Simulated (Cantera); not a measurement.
A closed system holds: 1 mol SiO₂, 15 mol HF, 64 mol HCl, at 1425 °C and 4.50 Torr.

Equilibrium computed with Cantera from the NASA thermochemical tables; the gas is ideal and each condensed phase is pure. Candidate condensed phases: H₂O, Si, SiO₂; 52 gas species. The tables' values for SiF₃ are old estimates; treat these amounts as uncertain. The tables hold silica as quartz up to 1696 K and as liquid above; real silica turns to tridymite and cristobalite and melts near 1996 K. Kinetics and transport are ignored.

Base state: HCl 0.793, HF 0.177, Cl 0.0139, H₂ 0.00684, H₂O 0.00629, SiF₄ 0.00306, H 0.000154, SiF₃ 6.12e-5 (mole fractions); condensed: SiO₂(condensed).

**Question.** What changes in the equilibrium state with this change: HCl from 64 to 21 mol?

**Answer.** 
```
species                before    after
--------------------  -------  -------
HCl                     0.793    0.574
HF                      0.177    0.383
H₂O                   0.00629   0.0175
Cl                     0.0139   0.0112
SiF₄                  0.00306  0.00870
SiO                   4.79e-5  1.39e-5
OH                    7.30e-6  2.27e-5
Cl₂                   3.22e-5  2.09e-5
H₂                    0.00684  0.00552
SiO₂(condensed), mol    0.748    0.685
```
